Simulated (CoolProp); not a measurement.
Vapour pressure (kPa) of C2F6 (R116): the reference equation beside estimates from Tc = 293.0 K, pc = 3048 kPa, ω = 0.257.

Values from CoolProp's reference Helmholtz-energy equation of state, Lemmon 2006. It is a short technical equation, of lower accuracy than the large ones.

```json
[
 {"T (K)": "230.9", "reference": "497.8", "Lee-Kesler": "500.5", "Redlich-Kwong": "672.3", "Soave-Redlich-Kwong": "502.3", "Peng-Robinson": "496.2"},
 {"T (K)": "235.5", "reference": "587.5", "Lee-Kesler": "590.7", "Redlich-Kwong": "774.3", "Soave-Redlich-Kwong": "593.7", "Peng-Robinson": "586.2"},
 {"T (K)": "240", "reference": "686.5", "Lee-Kesler": "690.0", "Redlich-Kwong": "883.8", "Soave-Redlich-Kwong": "694.7", "Peng-Robinson": "685.6"},
 {"T (K)": "244.6", "reference": "799.9", "Lee-Kesler": "803.8", "Redlich-Kwong": "1006", "Soave-Redlich-Kwong": "810.5", "Peng-Robinson": "799.8"},
 {"T (K)": "249.1", "reference": "923.8", "Lee-Kesler": "927.8", "Redlich-Kwong": "1137", "Soave-Redlich-Kwong": "937.0", "Peng-Robinson": "924.7"},
 {"T (K)": "253.7", "reference": "1065", "Lee-Kesler": "1069", "Redlich-Kwong": "1282", "Soave-Redlich-Kwong": "1081", "Peng-Robinson": "1067"},
 {"T (K)": "258.2", "reference": "1217", "Lee-Kesler": "1221", "Redlich-Kwong": "1435", "Soave-Redlich-Kwong": "1236", "Peng-Robinson": "1221"},
 {"T (K)": "262.8", "reference": "1389", "Lee-Kesler": "1394", "Redlich-Kwong": "1604", "Soave-Redlich-Kwong": "1412", "Peng-Robinson": "1396"},
 {"T (K)": "267.4", "reference": "1579", "Lee-Kesler": "1584", "Redlich-Kwong": "1785", "Soave-Redlich-Kwong": "1605", "Peng-Robinson": "1588"},
 {"T (K)": "271.9", "reference": "1784", "Lee-Kesler": "1788", "Redlich-Kwong": "1976", "Soave-Redlich-Kwong": "1812", "Peng-Robinson": "1795"},
 {"T (K)": "276.5", "reference": "2013", "Lee-Kesler": "2018", "Redlich-Kwong": "2183", "Soave-Redlich-Kwong": "2042", "Peng-Robinson": "2027"}
]
```

Absolute difference from the reference over all 11 rows, mean and median: Lee-Kesler 0.4 and 0.4 %, Redlich-Kwong 21.0 and 20.4 %, Soave-Redlich-Kwong 1.4 and 1.4 %, Peng-Robinson 0.3 and 0.3 %.
